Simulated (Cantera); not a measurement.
## Equilibrium for nitride etching: BN + Cl2 + H2

Input: 1 mol BN, a varied amount of Cl2, 23 mol H2, held at 500 °C and 0.100 bar.

Cantera equilibrium calculation (NASA polynomials, part measured and part estimated; ideal gas, pure solids and liquids). Candidate condensed phases: B, BN, NH4Cl; 21 gas species. Gases not in the tables: BHCl2. Equilibrium is a limit: real reactors are often held back by kinetics, nucleation or transport.

From 3.7 mol Cl2 to 20 mol Cl2 the condensed part is BN(s). At 29 mol Cl2 nothing is condensed. The main B-bearing gas is BCl3 throughout.

| n(Cl2) (mol) | x HCl | x H2 | x Cl2 | x BCl3 | x N2 | x Cl | n BN(s) |
|---|---|---|---|---|---|---|---|
| 3.7 | 0.277 | 0.723 | <1e-12 | 7.99e-7 | 3.30e-7 | <1e-12 | 1.000 |
| 5.2 | 0.369 | 0.631 | <1e-12 | 1.58e-6 | 7.05e-7 | 1.42e-12 | 1.000 |
| 7.3 | 0.482 | 0.518 | <1e-12 | 3.22e-6 | 1.52e-6 | 2.04e-12 | 1.000 |
| 10 | 0.606 | 0.394 | <1e-12 | 6.63e-6 | 3.23e-6 | 2.95e-12 | 1.000 |
| 15 | 0.789 | 0.211 | <1e-12 | 2.09e-5 | 1.04e-5 | 5.25e-12 | 0.999 |
| 20 | 0.930 | 0.0699 | <1e-12 | 8.72e-5 | 4.36e-5 | 1.07e-11 | 0.996 |
| 29 | 0.885 | <1e-12 | 0.0865 | 0.0192 | 0.00962 | 4.56e-6 | 0 |
x: gas mole fraction; n: condensed amount in mol.
